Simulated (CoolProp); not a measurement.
A single-stage vapour-compression cycle with R11: evaporating at 324.15 K (dew point), condensing at 381.15 K (bubble point), superheat 5 K, subcooling 2 K, compressor efficiency 0.6, no pressure losses. Each further row changes one setting.

Values from CoolProp's reference Helmholtz-energy equation of state, Jacobsen 1992.

```
case                              cooling COP  pressure ratio  discharge temperature (K)  refrigerating effect (kJ/kg)  volumetric capacity (kJ/m³)
--------------------------------  -----------  --------------  -------------------------  ----------------------------  ---------------------------
as stated                                2.73            4.01                      410.7                           122                         1580
evaporating temperature 329.15 K         3.10            3.47                      407.9                             …                            …
condensing temperature 376.15 K             …            3.61                          …                           127                         1650
subcooling 7 K                           2.84            4.01                      410.7                           127                         1650
superheat 15 K                              …            4.01                      422.2                           128                         1610
compressor efficiency 0.5                2.27            4.01                          …                           122                         1580
```

**Question.** Complete the blanks.

**Answer.** 
- evaporating temperature 329.15 K, refrigerating effect (kJ/kg): 124
- evaporating temperature 329.15 K, volumetric capacity (kJ/m³): 1850
- condensing temperature 376.15 K, cooling COP: 3.07
- condensing temperature 376.15 K, discharge temperature (K): 404.2
- superheat 15 K, cooling COP: 2.76
- compressor efficiency 0.5, discharge temperature (K): 423.1
